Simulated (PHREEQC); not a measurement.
0.059 g of hydrous ferric oxide (600 m²/g; 0.2 weak and 0.005 strong sites per Fe, Dzombak-Morel constants, diffuse double layer) in 1 kg of water with 0.001 mol/kgw of an inert sodium salt, at 25 °C; the pH is set by adding NaOH or the inert anion's acid. Oxygen alone is held at its pressure in air (log pO2 = -0.68). The system is closed to CO2. No solid was allowed to form.

Base run: PHREEQC, ion-association model, wateq4f.dat. Each further column changes one thing. The table gives surface charge σ (C/m²).

```
pH     base  background salt from 0.001 to 0.0001 mol/kgw  oxide from 0.059 to 0.29 g/kgw  0.00025 mol/kgw NaF added
---  ------  --------------------------------------------  ------------------------------  -------------------------
3     0.253                                         0.224                           0.257                      0.099
3.5   0.174                                         0.126                           0.178                      0.066
4     0.118                                         0.067                           0.120                      0.047
4.5   0.078                                         0.036                           0.080                      0.034
5     0.050                                         0.020                           0.051                      0.025
5.5   0.031                                         0.011                           0.032                      0.018
6     0.019                                         0.006                           0.019                      0.013
6.5   0.011                                         0.004                           0.011                      0.009
7     0.006                                         0.002                           0.006                      0.006
7.5   0.003                                         0.001                           0.003                      0.003
8     0.000                                         0.000                           0.000                      0.000
8.5  -0.002                                        -0.001                          -0.002                     -0.002
9    -0.004                                        -0.001                          -0.004                     -0.005
```

The oxide is taken as insoluble; below pH 4 it would dissolve.
